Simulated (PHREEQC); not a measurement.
## Acid rinse or clean: speciation

Consider water at 27 °C with 0.096 mol HBr, 0.04 mol ZnSO4 and 0.0095 mol KCl per kg of water. Closed to the air; pH follows from the charge balance.

Computed with PHREEQC (ion-association model, wateq4f.dat).

Each row changes one thing in this solution. This is a speciation only: nothing precipitates in the calculation.

```json
[
 {"case": "as made", "pH": "1.23", "ionic strength (mol/kgw)": "0.190"},
 {"case": "ZnSO4 left out", "pH": "___", "ionic strength (mol/kgw)": "0.105"},
 {"case": "ZnSO4 from 0.04 to 0.4 mol/kgw", "pH": "1.59", "ionic strength (mol/kgw)": "0.814"},
 {"case": "KCl left out", "pH": "1.23", "ionic strength (mol/kgw)": "___"},
 {"case": "HBr from 0.096 to 0.0096 mol/kgw", "pH": "2.33", "ionic strength (mol/kgw)": "0.106"},
 {"case": "KCl from 0.0095 to 0.00095 mol/kgw", "pH": "1.23", "ionic strength (mol/kgw)": "0.181"}
]
```

Q: Some entries are withheld; supply them.

A: 
- ZnSO4 left out, pH: 1.10
- KCl left out, ionic strength (mol/kgw): 0.180

The ionic strength passes 0.7 mol/kgw, the rough limit of the ion-association models, in ZnSO4 from 0.04 to 0.4 mol/kgw.
